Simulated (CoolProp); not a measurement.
Vapour-liquid equilibrium of C2F6 (R116) (1) + R134a (2) at -70.35 °C; x and y are mole fractions of (1).

Values from CoolProp's multi-fluid Helmholtz-energy mixture model, Lemmon 2006 and Tillner-Roth 1994; pair parameters Bell 2016.

### Question
Give the bubble pressure and the first vapour's composition at x = 0.125, 0.275, 0.425. Is there an azeotrope?

### Answer
x = 0.125: 0.08803 MPa, y = 0.917; x = 0.275: 0.1233 MPa, y = 0.944; x = 0.425: 0.1308 MPa, y = 0.948. No azeotrope shows between x = 0.05 and 0.95.

The pair parameters rest on a limited set of measurements; away from them the model extrapolates. With so large a gap from Raoult's law the liquid may split in two, which this calculation doesn't test in full.
